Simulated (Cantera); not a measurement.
An adiabatic, constant-pressure homogeneous reactor starts with CH4 : CO : O2 : N2 = 1 : 0.31 : 3.59 : 13.5 (molar parts), at 1298 K and 11.0 bar. Integrator tolerance rtol = 1e-08.

Cantera simulation using GRI-Mech 3.0 (53 species, 325 reactions); the numbers are that mechanism's predictions, not measurements.

Q: What does this change do: pressure from 11.0 bar to 1.70 bar?

A: 
```csv
quantity,before,after
time of steepest temperature rise,1.23 ms,6.29 ms
temperature at 4.00 s,2465 K,2428 K
equilibrium temperature,2465 K,2428 K
x(CH4) at 4.00 s,<1e-12 (gas-phase equilibrium <1e-12),<1e-12 (gas-phase equilibrium <1e-12)
x(CO) at 4.00 s,0.00239 (gas-phase equilibrium 0.00239),0.00473 (gas-phase equilibrium 0.00473)
x(O2) at 4.00 s,0.0719 (gas-phase equilibrium 0.0719),0.0725 (gas-phase equilibrium 0.0725)
x(H2O) at 4.00 s,0.106 (gas-phase equilibrium 0.106),0.104 (gas-phase equilibrium 0.104)
x(H2) at 4.00 s,0.000599 (gas-phase equilibrium 0.000599),0.00123 (gas-phase equilibrium 0.00123)
x(CH3) at 4.00 s,<1e-12 (gas-phase equilibrium <1e-12),<1e-12 (gas-phase equilibrium <1e-12)
x(C2H6) at 4.00 s,<1e-12 (gas-phase equilibrium <1e-12),<1e-12 (gas-phase equilibrium <1e-12)
```
